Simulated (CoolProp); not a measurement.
The numbers come from the reference Helmholtz-energy equation of state, Lemmon 2006 in CoolProp. It is a short technical equation, of lower accuracy than the large ones.

Q: For R141b, give the phase and the Z, cp (kJ/(kg K)), viscosity (µPa s), conductivity (mW/(m K)) at 33.85 °C and 3.82 MPa; 61.45 °C and 3.82 MPa.

A: 
- 33.85 °C and 3.82 MPa: liquid; Z 0.143, cp 1.16, viscosity 385, conductivity 90.0
- 61.45 °C and 3.82 MPa: liquid; Z 0.137, cp 1.20, viscosity 290, conductivity 82.7

Viscosity comes from a separate model (Huber 2003), an estimate that may be off by 10 % or more. Thermal conductivity comes from a separate model (Huber 2003), an estimate that may be off by 10 % or more.
